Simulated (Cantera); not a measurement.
A perfectly stirred reactor is fed with NH₃ : N₂ = 1 : 6.5 (molar parts), at 160000 Pa; it is held at 2200 K, and followed from long to short residence time.

Detailed kinetics in Cantera: the gas-phase N/H chemistry of the illustrative SiF4/NH3 mechanism in the Surface Chemkin manual (1991). Walls and surfaces, which speed up NH3 decomposition in real reactors, are not modelled.

What does this change do: NH3 1 to 0.32 parts?


```tsv
quantity	before	after
x(NH₃) at τ = 2.80 s	0.000309	8.18e-5
x(H) at τ = 2.80 s	0.00175	0.00107
x(NH₂) at τ = 2.80 s	9.58e-6	4.04e-6
x(N) at τ = 2.80 s	1.41e-6	1.52e-6
x(NH) at τ = 2.80 s	2.38e-6	1.61e-6
x(NH₃) at τ = 16.0 ms	0.0254	0.00931
x(H) at τ = 16.0 ms	0.000461	0.000245
x(NH₂) at τ = 16.0 ms	0.000253	0.000130
x(N) at τ = 16.0 ms	3.31e-6	3.16e-6
x(NH) at τ = 16.0 ms	1.86e-5	1.29e-5
```
